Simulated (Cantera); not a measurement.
A perfectly stirred reactor is fed with H2 : O2 = 0.0059 : 1 (molar parts), equivalence ratio 0.0029, at 20.0 Torr; it is held at 1398 K, and followed from long to short residence time.

Cantera simulation using the H2/O2 subset of GRI-Mech 3.0, which has no nitrogen chemistry; the numbers are that mechanism's predictions, not measurements. Radical loss at walls, strong at low pressure, is not modelled.

Predict: x(H2) at τ = 0.960 s; x(O2) at τ = 0.960 s; x(HO2) at τ = 0.960 s; x(H) at τ = 0.960 s; x(H2O) at τ = 0.960 s; x(H2) at τ = 20.0 ms; x(O2) at τ = 20.0 ms; x(HO2) at τ = 20.0 ms; x(H) at τ = 20.0 ms; x(H2O) at τ = 20.0 ms.


- x(H2) at τ = 0.960 s = 1.21e-5
- x(O2) at τ = 0.960 s = 0.993
- x(HO2) at τ = 0.960 s = 2.35e-7
- x(H) at τ = 0.960 s = 1.44e-5
- x(H2O) at τ = 0.960 s = 0.00565
- x(H2) at τ = 20.0 ms = 0.000157
- x(O2) at τ = 20.0 ms = 0.989
- x(HO2) at τ = 20.0 ms = 5.25e-7
- x(H) at τ = 20.0 ms = 9.93e-5
- x(H2O) at τ = 20.0 ms = 0.00522
